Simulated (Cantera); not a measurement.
An isothermal, constant-pressure homogeneous reactor starts with 29.4 % C2H6, 70.6 % N2, at 1523 K and 0.133 bar.

Computed with Cantera and GRI-Mech 3.0 (53 species, 325 reactions). GRI-Mech 3.0 stops at C3 and has no aromatics, soot or wall deposition, so with more carbon than oxygen in the feed, carbon stays in small species such as C2H2 where larger ones or solid carbon would form.

Q: Predict: x(C2H6) at 20.0 s; x(H2) at 20.0 s; x(CH2) at 20.0 s; x(C2H4) at 20.0 s; x(CH3) at 20.0 s; x(CH4) at 20.0 s.

A: 
```json
{
  "x(C2H6) at 20.0 s": "8.49e-7 (gas-phase equilibrium 4.78e-7)",
  "x(H2) at 20.0 s": "0.358 (gas-phase equilibrium 0.362)",
  "x(CH2) at 20.0 s": "1.90e-9 (gas-phase equilibrium 1.32e-9)",
  "x(C2H4) at 20.0 s": "0.00194 (gas-phase equilibrium 0.00136)",
  "x(CH3) at 20.0 s": "2.13e-5 (gas-phase equilibrium 1.46e-5)",
  "x(CH4) at 20.0 s": "0.0100 (gas-phase equilibrium 0.00683)"
}
```
